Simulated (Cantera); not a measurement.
An isothermal, constant-pressure homogeneous reactor starts with 43.5 % NO, 56.5 % N2, at 1950 K and 0.661 atm.

Cantera simulation using GRI-Mech 3.0 (53 species, 325 reactions); the numbers are that mechanism's predictions, not measurements.

Question: Predict: x(NO) at 10.0 s; x(O) at 10.0 s; x(O2) at 10.0 s; x(N2O) at 10.0 s; x(N2) at 10.0 s; x(NO2) at 10.0 s.

Answer: 
- x(NO) at 10.0 s = 0.0172 (gas-phase equilibrium 0.00670)
- x(O) at 10.0 s = 0.000254 (gas-phase equilibrium 0.000257)
- x(O2) at 10.0 s = 0.209 (gas-phase equilibrium 0.214)
- x(N2O) at 10.0 s = 4.06e-7 (gas-phase equilibrium 3.08e-7)
- x(N2) at 10.0 s = 0.774 (gas-phase equilibrium 0.779)
- x(NO2) at 10.0 s = 2.64e-5 (gas-phase equilibrium 1.04e-5)
